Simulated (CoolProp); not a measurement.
The fluid at 443.51 K and 2.58 MPa flows at 11 m/s in a round tube of 20 mm bore and 15 µm roughness, fully developed (64/Re and Nu = 3.66 if laminar; Colebrook and Gnielinski if turbulent). The same conditions are run with several fluids, on thermodynamics alone (safety and materials aside).

Model: reference Helmholtz-energy equation of state of each fluid (ethanol: Schroeder 2014; o-xylene: Zhou 2012; ethylbenzene: Zhou 2012; m-xylene: Zhou 2012; benzene: Thol 2012), in CoolProp.

Rank ethanol, o-xylene, ethylbenzene, m-xylene, benzene by Reynolds number, highest first.

benzene (1030000), ethanol (1010000), m-xylene (877000), ethylbenzene (860000), o-xylene (768000)

| fluid | Darcy friction factor | pressure drop (Pa/m) | heat-transfer coefficient (W/(m² K)) | mass flow (kg/h) |
|---|---|---|---|---|
| ethanol | 0.0187 | 35000 | 33900 | 7700 |
| o-xylene | 0.0188 | 42600 | 19900 | 9310 |
| ethylbenzene | 0.0188 | 41400 | 21000 | 9080 |
| m-xylene | 0.0188 | 41300 | 20900 | 9060 |
| benzene | 0.0187 | 40000 | 22800 | 8790 |

Transport values come from each fluid's own correlations; those of ethylbenzene are estimates that may be off by 10 % or more.
